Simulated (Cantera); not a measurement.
Input: 1 mol Fe₂O₃, a varied amount of H₂, 3.1 mol H₂O, held at 1950 °C and 100 Torr.

These are equilibrium values from Cantera (NASA tables, ideal gas, pure condensed phases), not measurements of a reactor. Candidate condensed phases: Fe, FeO, Fe(OH)₂, Fe(OH)₃, Fe₂O₃, Fe₃O₄, H₂O; 12 gas species. The numbers say what is thermodynamically allowed, not how fast it happens.

Task: At 18 mol H₂, list the 4 most abundant gas species with their mole fractions, and the condensed phases.

Result: H₂ 0.681, H₂O 0.278, Fe 0.0256, H 0.0145. Condensed: Fe(l).
